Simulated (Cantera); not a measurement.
A perfectly stirred reactor is fed with CH4 : H2 = 1 : 11 (molar parts), at 0.00128 atm; it is held at 1825 K, and followed from long to short residence time.

Cantera simulation using GRI-Mech 3.0 (53 species, 325 reactions); the numbers are that mechanism's predictions, not measurements. GRI-Mech 3.0 stops at C3 and has no aromatics, soot or wall deposition, so with more carbon than oxygen in the feed, carbon stays in small species such as C2H2 where larger ones or solid carbon would form. Radical loss at walls, strong at low pressure, is not modelled.

Question: What does this change do: pressure from 0.00128 atm to 0.0859 atm?

Answer: 
| quantity | before | after |
|---|---|---|
| x(CH4) at τ = 15.0 s | 0.00796 | 0.00276 |
| x(H2) at τ = 15.0 s | 0.953 | 0.959 |
| x(C2H) at τ = 15.0 s | 1.43e-6 | 5.47e-7 |
| x(H) at τ = 15.0 s | 0.00409 | 0.00146 |
| x(C2H2) at τ = 15.0 s | 0.0344 | 0.0371 |
| x(CH4) at τ = 45.0 ms | 0.0821 | 0.0411 |
| x(H2) at τ = 45.0 ms | 0.916 | 0.938 |
| x(C2H) at τ = 45.0 ms | 4.03e-10 | 2.34e-7 |
| x(H) at τ = 45.0 ms | 0.000452 | 0.00121 |
| x(C2H2) at τ = 45.0 ms | 8.42e-5 | 0.0188 |

Question: What does this change do: CH4 1 to 0.14 parts?

Answer: 
```json
[
 {"quantity": "x(CH4) at τ = 15.0 s", "before": "0.00796", "after": "0.00250"},
 {"quantity": "x(H2) at τ = 15.0 s", "before": "0.953", "after": "0.988"},
 {"quantity": "x(C2H) at τ = 15.0 s", "before": "1.43e-6", "after": "2.32e-7"},
 {"quantity": "x(H) at τ = 15.0 s", "before": "0.00409", "after": "0.00490"},
 {"quantity": "x(C2H2) at τ = 15.0 s", "before": "0.0344", "after": "0.00483"},
 {"quantity": "x(CH4) at τ = 45.0 ms", "before": "0.0821", "after": "0.0125"},
 {"quantity": "x(H2) at τ = 45.0 ms", "before": "0.916", "after": "0.987"},
 {"quantity": "x(C2H) at τ = 45.0 ms", "before": "4.03e-10", "after": "<1e-12"},
 {"quantity": "x(H) at τ = 45.0 ms", "before": "0.000452", "after": "0.000145"},
 {"quantity": "x(C2H2) at τ = 45.0 ms", "before": "8.42e-5", "after": "1.45e-7"}
]
```
